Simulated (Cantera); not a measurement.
Feed: 1 mol PbO, 0.058 mol H2, at 2.30 bar.

Cantera equilibrium calculation (NASA polynomials, part measured and part estimated; ideal gas, pure solids and liquids). Candidate condensed phases: H2O, Pb, PbO, PbO2, Pb3O4; 12 gas species. Each liquid is taken as pure. Mutual solubility and eutectic melting of coexisting phases are not modelled. Gases not in the tables: (PbO)n polymers. The numbers say what is thermodynamically allowed, not how fast it happens. All values below are at 1375 K.

Base state: H2O 0.996, Pb 0.00285, PbO 0.000668, H2 0.000662 (mole fractions); condensed: Pb(l) + PbO(l).

What changes in the equilibrium state with this change: pressure from 2.30 bar to 0.160 bar?


| species | before | after |
|---|---|---|
| H2O | 0.996 | 0.949 |
| Pb | 0.00285 | 0.0410 |
| PbO | 0.000668 | 0.00960 |
| H2 | 0.000662 | 0.000630 |
| Pb(l), mol | 0.0578 | 0.0555 |
| PbO(l), mol | 0.942 | 0.941 |
